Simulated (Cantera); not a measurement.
An isothermal, constant-pressure homogeneous reactor starts with CH4 : H2O : H2 = 1 : 1.6 : 0.14 (molar parts), at 1698 K and 1.60 bar.

Computed with Cantera and GRI-Mech 3.0 (53 species, 325 reactions).

One state of this run: x CH4 = 0.00597; x H2O = 0.127; x H2 = 0.660; x O2 = 8.83e-12; x C2H4 = 9.48e-5; x HCO = 2.32e-8; x CH2CO = 4.68e-7. x: mole fraction; the columns are a selection and need not sum to one.

Which value of t (s) does it belong to?
(A) 4.00
(B) 0.322
(C) 0.0600
(D) 0.746

A, 4.00
